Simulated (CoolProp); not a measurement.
Vapour-liquid equilibrium of R134a (1) + dimethyl ether (2) at 307.3 K; x and y are mole fractions of (1).

Values from CoolProp's multi-fluid Helmholtz-energy mixture model, Tillner-Roth 1994 and Wu 2011; pair parameters Bell 2016.

### Question
Give the bubble pressure and the first vapour's composition at x = 0.35, 0.5, 0.8. Is there an azeotrope?

### Answer
x = 0.35: 0.7492 MPa, y = 0.363; x = 0.5: 0.7634 MPa, y = 0.531; x = 0.8: 0.8181 MPa, y = 0.834. y crosses x between x = 0.2 and 0.35: the model has an azeotrope there.

Pair parameters are fitted to limited data, so mixtures are less certain than the pure fluids.
